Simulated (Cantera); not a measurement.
An isothermal, constant-pressure homogeneous reactor starts with NH3 : N2 = 1 : 16 (molar parts), at 2325 K and 21.8 Torr.

Computed with Cantera and the gas-phase N/H chemistry of the illustrative SiF4/NH3 mechanism in the Surface Chemkin manual (1991). Walls and surfaces, which speed up NH3 decomposition in real reactors, are not modelled.

One state of this run: x NH3 = 0.0460; x N = 6.19e-6; x NH = 5.20e-5; x NH2 = 0.000996; x N2H4 = 1.40e-9; x H2 = 0.0170. x: mole fraction; the columns are a selection and need not sum to one.

### Question
Which value of t (s) does it belong to?
A. 7.00e-6
B. 5.05
C. 0.0110
D. 58.7

### Answer
C, 0.0110
